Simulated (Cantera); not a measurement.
Mixture: C2H4 : O2 : N2 : CO2 = 1 : 2.31 : 8.68 : 1.7 (molar parts), equivalence ratio 1.3, at 5.50 bar, adiabatic and at constant volume. Ignition delay is the time to a rise of 400 K.

Cantera simulation using GRI-Mech 3.0 (53 species, 325 reactions); the numbers are that mechanism's predictions, not measurements. GRI-Mech 3.0 was tuned for natural gas; its chemistry of ethylene as a main component is partial and can be far from experiment.

### Question
What does this change do: constant pressure in place of constant volume?

### Answer
| quantity | before | after |
|---|---|---|
| delay at 1225 K | 0.510 ms | 0.513 ms |
| delay at 1275 K | 0.158 ms | 0.160 ms |
| delay at 1325 K | 54.7 µs | 56.0 µs |
| delay at 1375 K | 24.0 µs | 24.9 µs |
| delay at 1425 K | 13.7 µs | 14.4 µs |
| delay at 1475 K | 9.12 µs | 9.72 µs |
| delay at 1525 K | 6.67 µs | 7.16 µs |
| apparent activation energy between 1425 and 1525 K | 130 kJ/mol | 130 kJ/mol |
